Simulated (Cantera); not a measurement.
An isothermal, constant-pressure homogeneous reactor starts with 0.108 % CO, 1.28 % O2, 0.0424 % H2O, 98.6 % N2, at 948 K and 255 Torr.

Computed with Cantera and GRI-Mech 3.0 (53 species, 325 reactions).

x: mole fraction; the columns are a selection and need not sum to one.

```
t (s)         x CO    x O2     x H2O     x N2O    x H2O2      x NO
--------  --------  ------  --------  --------  --------  --------
5.00e-5    0.00108  0.0128  0.000424    <1e-12    <1e-12    <1e-12
0.000293   0.00108  0.0128  0.000424    <1e-12    <1e-12    <1e-12
0.00172    0.00108  0.0128  0.000424    <1e-12    <1e-12    <1e-12
0.0101     0.00108  0.0128  0.000424    <1e-12    <1e-12    <1e-12
0.0592     0.00108  0.0128  0.000424    <1e-12    <1e-12    <1e-12
0.347      0.00108  0.0128  0.000424  1.69e-12    <1e-12    <1e-12
2.04      0.000916  0.0127  0.000423   2.42e-8   1.78e-8  4.75e-11
11.9      0.000170  0.0124  0.000424   1.46e-7   6.67e-9   1.33e-9
70.0             …  0.0123  0.000424         …  1.50e-10         …
```

What belongs in the gaps?


- 70.0, x CO: 5.82e-6
- 70.0, x N2O: 1.98e-7
- 70.0, x NO: 2.08e-9
